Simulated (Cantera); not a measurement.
A closed system holds: 1 mol Si, 0.29 mol N2O, 30 mol H2, held at 4.60 bar.

Cantera equilibrium calculation (NASA polynomials, part measured and part estimated; ideal gas, pure solids and liquids). Candidate condensed phases: H2O, Si, SiO2, Si2N2O, Si3N4; 35 gas species. Mutual solubility and eutectic melting of coexisting phases are not modelled. Gases not in the tables: Si2H6 and higher silanes. Kinetics and transport are ignored.

Q: Which condensed phases are stable at each of these points (T (°C)): 825, 925, 1025, 1125, 1225, 1325, 1425, 1525, 1625, 1725, 1825, 1925?

A: 
```tsv
T (°C)	condensed phases	Si condensed (%)
825	Si(s) + Si2N2O(s)	100.0
925	Si(s) + Si2N2O(s)	100.0
1025	Si(s) + Si2N2O(s)	100.0
1125	Si(s) + Si2N2O(s)	100.0
1225	Si(s) + Si2N2O(s)	100.0
1325	Si(s) + Si2N2O(s)	99.9
1425	Si(l) + Si2N2O(s)	99.7
1525	Si(l) + Si2N2O(s)	98.8
1625	Si(l) + Si2N2O(s)	94.9
1725	Si(l) + Si2N2O(s)	80.2
1825	Si(l)	70.3
1925	Si(l)	69.6
```

From 825 °C to 1325 °C the condensed part is Si(s) + Si2N2O(s). From 1425 °C to 1725 °C the condensed part is Si(l) + Si2N2O(s). From 1825 °C to 1925 °C the condensed part is Si(l).
